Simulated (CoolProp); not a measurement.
Ethane along the isotherm 108.45 °C: density (kg/m³) from the reference equation and from simpler models built on Tc = 32.2 °C, pc = 4.872 MPa, ω = 0.099; each cubic takes its own stable root.

The numbers come from the reference Helmholtz-energy equation of state, Bücker 2006 in CoolProp.

| p (MPa) | phase | reference |
|---|---|---|
| 0.0385 | gas | 0.3653 |
| 0.0791 | gas | 0.7517 |
| 0.162 | gas | 1.544 |
| 0.334 | gas | 3.202 |
| 0.685 | gas | 6.648 |
| 1.41 | gas | 14.05 |
| 2.89 | gas | 30.48 |
| 5.93 | supercritical | 71.54 |
| 12.2 | supercritical | 190.5 |

Question: How far does each simpler model (ideal gas, van der Waals, Redlich-Kwong, Soave-Redlich-Kwong, Peng-Robinson) lie from the reference over these 9 states: mean and median of the absolute difference, and the worst?

Answer: 
- ideal gas: mean 8.9 %, median 2.3 %, worst -39.3 % at 108.45 °C and 12.2 MPa
- van der Waals: mean 0.8 %, median 0.1 %, worst +3.7 % at 108.45 °C and 5.93 MPa
- Redlich-Kwong: mean 0.4 %, median 0.1 %, worst -1.5 % at 108.45 °C and 12.2 MPa
- Soave-Redlich-Kwong: mean 0.9 %, median 0.0 %, worst -7.0 % at 108.45 °C and 12.2 MPa
- Peng-Robinson: mean 0.8 %, median 0.4 %, worst +2.7 % at 108.45 °C and 5.93 MPa
